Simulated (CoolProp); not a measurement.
Computed with CoolProp (reference Helmholtz-energy equation of state, Schmidt 1985). Above 300 K oxygen's equation is extrapolated.

**Question.** For oxygen, give the phase and the cv (kJ/(kg K)), speed of sound (m/s), Joule-Thomson coefficient (K/MPa) at 760.1 K and 7.27 MPa; 683.5 K and 0.0218 MPa; 849 K and 6.13 MPa.

**Answer.** 
- 760.1 K and 7.27 MPa: supercritical; cv 0.788, speed of sound 526, Joule-Thomson coefficient -0.0478
- 683.5 K and 0.0218 MPa: gas; cv 0.767, speed of sound 488, Joule-Thomson coefficient 0.141
- 849 K and 6.13 MPa: supercritical; cv 0.806, speed of sound 551, Joule-Thomson coefficient -0.156
